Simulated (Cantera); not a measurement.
Feed: 1 mol Si, 0.14 mol H2O, 4.9 mol N2, 0.01 mol O2, equilibrated at 0.00668 Torr.

Method: chemical equilibrium by Gibbs-energy minimisation in Cantera with the NASA 1993 tables (ideal gas, pure condensed phases). Candidate condensed phases: H2O, Si, SiO2, Si2N2O, Si3N4; 35 gas species. The tables' values for SiN are old estimates; treat these amounts as uncertain. Rates play no part. All values below are at 1623 K.

Base state: N2 0.924, SiO 0.0302, H2 0.0246, Si 0.0176, H 0.00363, Si2N 6.85e-5, Si2 5.05e-5, SiN 3.99e-5 (mole fractions); condensed: Si(s).

### Question
What changes in the equilibrium state with this change: pressure from 0.00668 Torr to 10.0 Torr?

### Answer
| species | before | after |
|---|---|---|
| N2 | 0.924 | 0.968 |
| H2 | 0.0246 | 0.0316 |
| SiO | 0.0302 | 0.000332 |
| Si | 0.0176 | 1.24e-6 |
| Si2 | 5.05e-5 | <1e-9 |
| Si3 | 1.15e-5 | <1e-9 |
| Si2N | 6.85e-5 | 2.01e-8 |
| SiN | 3.99e-5 | 1.11e-7 |
| Si(s), mol | 0.745 | 0 |
| Si2N2O(s), mol | 0 | 0.159 |
| Si3N4(s), mol | 0 | 0.227 |
Mutual solubility and eutectic melting of coexisting phases are not modelled.
